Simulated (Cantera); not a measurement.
## Diamond growth

A diamond (100) surface in a fixed gas of H2 with x(CH4) = 0.021, x(H) = 0.032, x(CH3) = 4.8e-05, 34.5 Torr; coverages are run to steady state.

Computed with Cantera and the Harris–Goodwin 1993 mechanism for the reconstructed diamond (100) surface.

```
T (K)  growth (µm/h)  θ c6HH  θ c6H*  θ c6*H   θ c6**    θ c6HM
-----  -------------  ------  ------  ------  -------  --------
950            0.919   0.642  0.0144   0.335  0.00676   0.00101
1000            1.17   0.596  0.0186   0.375  0.00985  0.000816
1050            1.43   0.552  0.0232   0.410   0.0138  0.000658
1100            1.66   0.511  0.0282   0.442   0.0186  0.000523
1150            1.79   0.472  0.0334   0.469   0.0244  0.000395
1200            1.72   0.437  0.0388   0.492   0.0311  0.000270
1250            1.45   0.405  0.0442   0.511   0.0387  0.000159
1300            1.13   0.376  0.0496   0.527   0.0472   8.15e-5
1350           0.902   0.350  0.0549   0.539   0.0565   3.78e-5
1400           0.801   0.326  0.0601   0.547   0.0665   1.68e-5
```
θ: site fractions in the mechanism's names (c6HH fully hydrogenated, c6H* and c6*H radical sites, c6** diradical, c6HM methylated).
